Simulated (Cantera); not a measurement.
An isothermal, constant-pressure homogeneous reactor starts with 56.5 % NO, 43.5 % N2, at 1723 K and 1.70 bar.

Model: GRI-Mech 3.0 (53 species, 325 reactions), integrated in Cantera.

**Question.** Predict: x(NO) at 10.0 s; x(O2) at 10.0 s; x(NO2) at 10.0 s; x(N2) at 10.0 s; x(O) at 10.0 s.

**Answer.** 
| Property | Result |
|---|---|
| x(NO) at 10.0 s | 0.161 (gas-phase equilibrium 0.00350) |
| x(O2) at 10.0 s | 0.202 (gas-phase equilibrium 0.281) |
| x(NO2) at 10.0 s | 0.000610 (gas-phase equilibrium 1.56e-5) |
| x(N2) at 10.0 s | 0.637 (gas-phase equilibrium 0.716) |
| x(O) at 10.0 s | 1.98e-5 (gas-phase equilibrium 2.32e-5) |
